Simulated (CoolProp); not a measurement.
Vapour-liquid equilibrium of R134a (1) + R123 (2) at 20.8 kPa; x and y are mole fractions of (1).

The numbers come from the multi-fluid Helmholtz-energy mixture model, Tillner-Roth 1994 and Younglove 1994; pair parameters Bell 2016 in CoolProp.

```json
[
 {"x": "0.05", "bubble temperature, mixture model (K)": "253.2", "bubble temperature, Raoult's law (K)": "256.0", "y, mixture model": "0.447", "y, Raoult's law": "0.360"},
 {"x": "0.125", "bubble temperature, mixture model (K)": "243.1", "bubble temperature, Raoult's law (K)": "247.7", "y, mixture model": "0.713", "y, Raoult's law": "0.628"},
 {"x": "0.2", "bubble temperature, mixture model (K)": "236.7", "bubble temperature, Raoult's law (K)": "241.8", "y, mixture model": "0.822", "y, Raoult's law": "0.761"},
 {"x": "0.275", "bubble temperature, mixture model (K)": "232.3", "bubble temperature, Raoult's law (K)": "237.3", "y, mixture model": "0.877", "y, Raoult's law": "0.837"},
 {"x": "0.35", "bubble temperature, mixture model (K)": "229.2", "bubble temperature, Raoult's law (K)": "233.6", "y, mixture model": "0.909", "y, Raoult's law": "0.884"},
 {"x": "0.425", "bubble temperature, mixture model (K)": "226.8", "bubble temperature, Raoult's law (K)": "230.7", "y, mixture model": "0.930", "y, Raoult's law": "0.917"},
 {"x": "0.5", "bubble temperature, mixture model (K)": "225.0", "bubble temperature, Raoult's law (K)": "228.1", "y, mixture model": "0.944", "y, Raoult's law": "0.939"},
 {"x": "0.575", "bubble temperature, mixture model (K)": "223.5", "bubble temperature, Raoult's law (K)": "225.9", "y, mixture model": "0.955", "y, Raoult's law": "0.956"},
 {"x": "0.65", "bubble temperature, mixture model (K)": "222.2", "bubble temperature, Raoult's law (K)": "224.0", "y, mixture model": "0.964", "y, Raoult's law": "0.968"},
 {"x": "0.725", "bubble temperature, mixture model (K)": "221.1", "bubble temperature, Raoult's law (K)": "222.3", "y, mixture model": "0.972", "y, Raoult's law": "0.978"},
 {"x": "0.8", "bubble temperature, mixture model (K)": "220.1", "bubble temperature, Raoult's law (K)": "220.8", "y, mixture model": "0.979", "y, Raoult's law": "0.986"},
 {"x": "0.875", "bubble temperature, mixture model (K)": "219.1", "bubble temperature, Raoult's law (K)": "219.4", "y, mixture model": "0.986", "y, Raoult's law": "0.992"},
 {"x": "0.95", "bubble temperature, mixture model (K)": "218.1", "bubble temperature, Raoult's law (K)": "218.2", "y, mixture model": "0.994", "y, Raoult's law": "0.997"}
]
```

The largest gap from Raoult's law is -5.1 K in bubble temperature, at x = 0.2. No azeotrope shows between x = 0.05 and 0.95.

The pair parameters rest on a limited set of measurements; away from them the model extrapolates.
